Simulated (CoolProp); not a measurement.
C2F6 (R116) along the isotherm 202.3 K: fugacity coefficient from the reference equation and from simpler models built on Tc = 293.0 K, pc = 3.048 MPa, ω = 0.257; each cubic takes its own stable root.

Computed with CoolProp (reference Helmholtz-energy equation of state, Lemmon 2006). It is a short technical equation, of lower accuracy than the large ones.

```json
[
 {"p (MPa)": "0.635", "phase": "liquid", "reference": "0.2246", "Redlich-Kwong": "0.3533", "Soave-Redlich-Kwong": "0.2255"},
 {"p (MPa)": "1.27", "phase": "liquid", "reference": "0.1161", "Redlich-Kwong": "0.1831", "Soave-Redlich-Kwong": "0.1167"},
 {"p (MPa)": "1.9", "phase": "liquid", "reference": "0.08016", "Redlich-Kwong": "0.1268", "Soave-Redlich-Kwong": "0.08074"},
 {"p (MPa)": "2.54", "phase": "liquid", "reference": "0.06198", "Redlich-Kwong": "0.09834", "Soave-Redlich-Kwong": "0.06253"},
 {"p (MPa)": "3.17", "phase": "liquid", "reference": "0.05131", "Redlich-Kwong": "0.08162", "Soave-Redlich-Kwong": "0.05183"},
 {"p (MPa)": "3.81", "phase": "liquid", "reference": "0.04413", "Redlich-Kwong": "0.07037", "Soave-Redlich-Kwong": "0.04463"},
 {"p (MPa)": "4.44", "phase": "liquid", "reference": "0.03911", "Redlich-Kwong": "0.06253", "Soave-Redlich-Kwong": "0.03962"},
 {"p (MPa)": "5.08", "phase": "liquid", "reference": "0.03533", "Redlich-Kwong": "0.05661", "Soave-Redlich-Kwong": "0.03583"},
 {"p (MPa)": "5.71", "phase": "liquid", "reference": "0.03246", "Redlich-Kwong": "0.05214", "Soave-Redlich-Kwong": "0.03297"},
 {"p (MPa)": "6.35", "phase": "liquid", "reference": "0.03017", "Redlich-Kwong": "0.04856", "Soave-Redlich-Kwong": "0.03067"},
 {"p (MPa)": "6.98", "phase": "liquid", "reference": "0.02834", "Redlich-Kwong": "0.04573", "Soave-Redlich-Kwong": "0.02885"},
 {"p (MPa)": "7.62", "phase": "liquid", "reference": "0.02682", "Redlich-Kwong": "0.04337", "Soave-Redlich-Kwong": "0.02734"}
]
```
